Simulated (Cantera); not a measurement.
A perfectly stirred reactor is fed with CH₄ : O₂ : N₂ = 1 : 6.3 : 16.3 (molar parts), at 500000 Pa; it is adiabatic with a 623 K inlet, and is followed from long to short residence time, starting on the burning branch (τ in s: 0.058, 0.029, 0.014, 0.0072, 0.0036, 0.0018, 0.00089, 0.00044, 0.00022, 0.00011, 5.5e-05, 2.7e-05, 1.4e-05).

Detailed kinetics in Cantera: GRI-Mech 3.0 (53 species, 325 reactions).

One state of this run: T (K) = 1567; x CH₄ = 0.000169; x O₂ = 0.183; x C₂H = 7.58e-12; x CH₃ = 1.97e-5; x CH₂ = 5.00e-8. x: mole fraction; the columns are a selection and need not sum to one.

Problem. Which value of τ (s) does it belong to?
A) 0.014
B) 0.0036
C) 2.7e-5
D) 0.00044

Solution. B, 0.0036
